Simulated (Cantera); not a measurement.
## CsOH + H2 (calcination and drying)

A closed system holds: 1 mol CsOH, 0.61 mol H2, held at 5300 Pa.

Cantera equilibrium calculation (NASA polynomials, part measured and part estimated; ideal gas, pure solids and liquids). Candidate condensed phases: Cs, CsOH, H2O; 15 gas species. Kinetics and transport are ignored.

```
T (°C)   x H2  x CsOH    x Cs   x H2O  x Cs2(OH)2       x H      x OH  n CsOH(l)
------  -----  ------  ------  ------  ----------  --------  --------  ---------
652     0.588   0.258  0.0219  0.0220       0.110  8.67e-10    <1e-12      0.491
752     0.364   0.497  0.0470  0.0470      0.0453   1.14e-8  3.94e-12          0
852     0.331   0.514  0.0734  0.0734     0.00792   1.11e-7  1.28e-10          0
952     0.309   0.485   0.102   0.102     0.00156   7.53e-7   2.26e-9          0
1052    0.288   0.448   0.132   0.132    0.000367   3.81e-6   2.55e-8          0
1152    0.267   0.409   0.162   0.162    0.000102   1.53e-5   2.03e-7          0
1252    0.247   0.371   0.191   0.191     3.24e-5   5.11e-5   1.22e-6          0
1352    0.229   0.336   0.218   0.218     1.15e-5  0.000147   5.88e-6          0
1452    0.211   0.303   0.242   0.242     4.50e-6  0.000371   2.34e-5          0
1552    0.196   0.274   0.265   0.265     1.91e-6  0.000847   8.00e-5          0
```
x: gas mole fraction; n: condensed amount in mol.

At 652 °C the condensed part is CsOH(l). From 752 °C to 1552 °C nothing is condensed. The main Cs-bearing gas is CsOH throughout.
